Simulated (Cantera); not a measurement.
## Reactions in the system N-O-Zr

Standard-state values (1 bar) from the NASA 1993 polynomials, evaluated with Cantera. Values are per mole of reaction as written; species without (g) are pure solids or liquids, kept so even where they would boil at 1 bar. ZrN: taken at fixed stoichiometry.

2 NO(g) + 2 Zr ⇌ O2(g) + 2 ZrN

```csv
T (K),ΔH° (kJ),ΔS° (J/K),ΔG° (kJ),log10 K
2323,-935.9,-218.7,-427.9,9.62
2473,-934.9,-218.3,-395.1,8.35
2623,-933.5,-217.7,-362.4,7.22
2773,-931.8,-217.1,-329.8,6.21
2923,-929.7,-216.4,-297.3,5.31
```
